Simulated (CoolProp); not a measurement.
Properties of isopentane at several states.

Model: reference Helmholtz-energy equation of state, Lemmon 2006, in CoolProp. It is a short technical equation, of lower accuracy than the large ones.

| T (°C) | p (MPa) | phase | density (kg/m³) | cp (kJ/(kg K)) | isothermal compressibility (1/MPa) | expansivity (1/kK) | fugacity coefficient |
|---|---|---|---|---|---|---|---|
| 155.85 | 0.735 | gas | 16.56 | 2.352 | 1.530 | 3.313 | 0.9068 |
| 103.85 | 1.09 | liquid | 523.8 | 2.772 | 0.007434 | 2.762 | 0.6174 |
| 2.75 | 0.201 | liquid | 637.3 | 2.162 | 0.001838 | 1.523 | 0.1906 |
